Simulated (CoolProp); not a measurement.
Vapour-liquid equilibrium of R134a (1) + n-butane (2) at 298.9 K; x and y are mole fractions of (1).

Computed with CoolProp (multi-fluid Helmholtz-energy mixture model, Tillner-Roth 1994 and Bücker 2006; pair parameters Bell 2016).

Question: Give the bubble pressure and the first vapour's composition at x = 0.05, 0.425, 0.5. Is there an azeotrope?

Answer: x = 0.05: 3.726 bar, y = 0.338; x = 0.425: 6.794 bar, y = 0.686; x = 0.5: 6.947 bar, y = 0.703. y crosses x between x = 0.8 and 0.875: the model has an azeotrope there.

Pair parameters are fitted to limited data, so mixtures are less certain than the pure fluids. With so large a gap from Raoult's law the liquid may split in two, which this calculation doesn't test in full.
